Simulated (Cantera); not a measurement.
An isothermal plug-flow reactor at 850 K and 5.00 bar (inlet), inlet velocity 0.18 m/s, active area per volume 4500 1/m; feed CH4 : O2 : N2 = 0.0035 : 0.1 : 0.79 (molar parts).

Computed with Cantera and Deutschmann's 1995 Pt surface mechanism with GRI-Mech 3.0 gas chemistry. Catalytic surfaces can have several steady states; this one follows from the mechanism file's or the stated starting coverage. Mass transfer to the wall is taken as infinitely fast.

x: gas mole fraction; θ: surface coverage.

```
z (m)      x CH4   x O2     x H2O     x CO2     x CO  θ free Pt   θ O*     θ OH*
-------  -------  -----  --------  --------  -------  ---------  -----  --------
0.00015  0.00390  0.112   2.98e-5   1.44e-5        …     0.0326  0.967  0.000189
0.00033  0.00388  0.112   6.53e-5   3.21e-5  5.75e-7     0.0326  0.967  0.000273
0.00071  0.00385  0.112  0.000140   6.93e-5  6.03e-7     0.0326  0.967  0.000394
0.0015   0.00377  0.112  0.000292  0.000146  5.92e-7     0.0326  0.967  0.000566
0.0033   0.00360  0.111  0.000628  0.000314  5.66e-7     0.0326  0.967  0.000828
0.0071   0.00327  0.111   0.00129  0.000644        …     0.0326  0.966   0.00119
0.015    0.00267  0.109   0.00248   0.00124        …     0.0327  0.966   0.00164
```

### Question
Some entries are withheld; supply them.

### Answer

- 0.00015, x CO: 4.46e-7
- 0.0071, x CO: 5.15e-7
- 0.015, x CO: 4.21e-7
